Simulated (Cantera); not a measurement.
An adiabatic, constant-pressure homogeneous reactor starts with 17.2 % CH4, 3.96 % CO, 15.8 % O2, 59.6 % N2, 3.44 % CO2, at 1575 K and 1.80 bar.

Computed with Cantera and GRI-Mech 3.0 (53 species, 325 reactions).

x: mole fraction; the columns are a selection and need not sum to one.

```
t (s)     T (K)     x CH4    x CO      x O2   x CH2CO       x H2O       x NO2        x NO
--------  -----  --------  ------  --------  --------  ----------  ----------  ----------
4.00e-6    1575     0.172  0.0396     0.158  4.36e-11     1.22e-6      <1e-12      <1e-12
9.25e-6    1575     0.172  0.0396     0.158  2.55e-10  (withheld)      <1e-12      <1e-12
2.14e-5    1575     0.172  0.0396     0.158   1.58e-9     1.83e-5      <1e-12      <1e-12
4.95e-5    1575     0.172  0.0396     0.158   1.07e-8     8.14e-5      <1e-12      <1e-12
0.000114   1576     0.171  0.0396     0.158   1.11e-7    0.000401      <1e-12      <1e-12
0.000264   1585     0.168  0.0398     0.156   2.95e-6     0.00227      <1e-12    4.82e-12
0.000612   2452   0.00178   0.155  0.000183   6.75e-5       0.146    2.29e-10     2.28e-5
0.00141    2427   1.37e-7   0.183   5.13e-6   1.78e-9       0.126     1.71e-9    0.000254
0.00327    2425  9.06e-11   0.183   5.76e-6    <1e-12       0.126  (withheld)  (withheld)
0.00756    2426  8.76e-11   0.183   5.79e-6    <1e-12       0.126     1.05e-9    0.000155
0.0175     2426  8.60e-11   0.183   5.82e-6    <1e-12       0.126    7.15e-10    0.000105
0.0404     2426  8.55e-11   0.183   5.83e-6    <1e-12       0.126    5.88e-10     8.66e-5
0.0935     2426  8.55e-11   0.183   5.83e-6    <1e-12       0.126    5.76e-10     8.48e-5
0.216      2426  8.55e-11   0.183   5.83e-6    <1e-12       0.126    5.76e-10     8.48e-5
0.500      2426  8.55e-11   0.183   5.83e-6    <1e-12       0.126    5.76e-10     8.48e-5
```

Task: Fill in the missing entries.

Result: 
- 9.25e-6, x H2O: 4.44e-6
- 0.00327, x NO2: 1.50e-9
- 0.00327, x NO: 0.000222
